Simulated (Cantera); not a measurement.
What does this Cantera script print?

```python
import numpy as np
import cantera as ct

gas_names = """
    AL ALO ALO2 AL2 AL2O AL2O2 O O2 O3
""".split()
cond_names = """
    AL(cr) AL(L) AL2O3(a) AL2O3(L)
""".split()


def load(file, names, dense=False):
    # The tables refer to 1 bar. Condensed volumes are neglected.
    table = {s.name: s for s in ct.Species.list_from_file(file)}
    out = []
    for n in names:
        d = dict(table[n].input_data)
        d["thermo"] = dict(d["thermo"], **{"reference-pressure": 1e5})
        if dense:
            d["equation-of-state"] = {"model": "constant-volume", "density": "1e6 g/cm^3"}
        out.append(ct.Species.from_dict(d))
    return out


gas = ct.Solution(thermo="ideal-gas", species=load("nasa_gas.yaml", gas_names))
cond = {s.name: ct.Solution(thermo="fixed-stoichiometry", species=[s], name=s.name)
        for s in load("nasa_condensed.yaml", cond_names, dense=True)}
atoms = {
    'Al2O3': {'AL': 2, 'O': 3},
    'O2': {'O': 2},
}
top_T = {}  # K; cautious upper limits of use, not melting points


def equilibrate(T, P, feed):
    n = {}
    for name, mol in feed.items():
        for a, k in atoms[name].items():
            n[a] = n.get(a, 0.0) + k * mol
    gas.TPX = T, P, n
    mass = sum(n.values()) * gas.mean_molecular_weight
    gas.equilibrate("TP")
    valid = [c for c in cond.values() if c.min_temp <= T <= top_T.get(c.name, c.max_temp)]
    mix = ct.Mixture([(gas, mass / gas.mean_molecular_weight)] + [(c, 0.0) for c in valid])
    mix.T, mix.P = T, P
    mix.equilibrate("TP", solver="vcs", rtol=1e-11, max_steps=5000)
    return mix


results = []
feed = {'Al2O3': 1, 'O2': 0.12}  # mol
T = 875  # K
P = 1000  # Pa
mix = equilibrate(T, P, feed)
results.append((T, P, feed, dict(zip(mix.species_names, mix.species_moles))))
x = sorted(zip(gas.X, gas.species_names), reverse=True)
print(f"T = {T:g} K  P = {P:g} Pa  gas = {mix.phase_moles(0):.4g} mol")
print("   x: " + "  ".join(f"{s} {v:.3e}" for v, s in x if v > 0.0001))
print("   condensed (mol): " + ("  ".join(f"{mix.phase(i).name} {mix.phase_moles(i):.4g}"
      for i in range(1, mix.n_phases) if mix.phase_moles(i) > 1e-12) or "none"))
```

Output:

```
T = 875 K  P = 1000 Pa  gas = 0.12 mol
   x: O2 1.000e+00
   condensed (mol): AL2O3(a) 1
```

Equilibrium computed with Cantera from the NASA thermochemical tables; the gas is ideal and each condensed phase is pure.
